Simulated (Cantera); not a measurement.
An isothermal, constant-pressure homogeneous reactor starts with 2.13 % C₂H₆, 97.9 % N₂, at 1325 K and 760 Torr.

Model: GRI-Mech 3.0 (53 species, 325 reactions), integrated in Cantera. GRI-Mech 3.0 stops at C3 and has no aromatics, soot or wall deposition, so with more carbon than oxygen in the feed, carbon stays in small species such as C2H2 where larger ones or solid carbon would form.

x: mole fraction; the columns are a selection and need not sum to one.

```
t (s)      x C₂H₆    x C₂H₂    x C₂H₄    x CH₃      x H     x CH₂
--------  -------  --------  --------  -------  -------  --------
8.00e-5    0.0212   2.42e-8   7.56e-5  5.60e-5  2.15e-6         …
0.000248   0.0203   3.19e-6  0.000812  9.40e-5  4.74e-6   2.27e-8
0.000772   0.0173   6.70e-5   0.00347  9.11e-5  5.41e-6   2.33e-8
0.00240   0.00990  0.000714   0.00953  6.71e-5  6.54e-6         …
0.00744   0.00157   0.00415    0.0135  2.32e-5  5.98e-6         …
0.0231    9.21e-5   0.00866    0.0102  5.17e-6  1.98e-6  2.51e-10
0.0718    9.86e-6    0.0117   0.00719  1.70e-6  7.23e-7  2.73e-11
0.223     3.93e-6    0.0146   0.00423  1.11e-6  5.13e-7  1.16e-11
0.692     1.72e-6    0.0169   0.00180  8.27e-7  4.02e-7  6.27e-12
2.15      1.23e-6    0.0175   0.00125  7.48e-7  3.64e-7  5.07e-12
6.68      1.22e-6    0.0174   0.00124  7.60e-7  3.59e-7  5.09e-12
20.7      1.24e-6    0.0173   0.00121  7.95e-7  3.46e-7  5.18e-12
64.4      1.29e-6    0.0171   0.00117  8.68e-7  3.21e-7  5.38e-12
200       1.38e-6    0.0168   0.00112  9.50e-7  2.98e-7  5.62e-12
```

**Question.** Some entries are withheld; supply them.

**Answer.** 
- 8.00e-5, x CH₂: 6.46e-9
- 0.00240, x CH₂: 1.71e-8
- 0.00744, x CH₂: 4.06e-9
